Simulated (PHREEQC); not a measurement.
Solution (20 °C): 8.3 mmol/kgw HF, 3.2 mmol/kgw NH4HF2, 4.8 mmol/kgw H2SiF6 and 1.9 mmol/kgw H2SO4. Closed to the air; pH follows from the charge balance.

All values are PHREEQC results (ion-association model, phreeqc.dat), not measurements.

Each row changes one thing in this solution. No solid was allowed to form.

```tsv
case	pH	ionic strength (mol/kgw)	HF (mol/kgw)	F- (mol/kgw)	HF2- (mol/kgw)	NH3 (mol/kgw)
as made	2.02	0.0199	0.0134	0.00118	5.82e-5	1.13e-10
0.00037 mol/kgw KHCO3 added	2.03	0.0200	0.0134	0.00121	5.97e-5	1.17e-10
diluted 2-fold with water	2.27	0.0105	0.00635	0.000968	2.26e-5	1.06e-10
temperature from 20 to 35 °C	2.03	0.0194	0.0137	0.000951	5.32e-5	3.32e-10
H2SO4 left out	2.14	0.0160	0.0130	0.00151	7.26e-5	1.55e-10
H2SiF6 replaced by LiF at the same molality	2.76	0.0115	0.0129	0.00602	0.000286	6.38e-10
```

SiF6-2 is the database's only silicon fluoride.
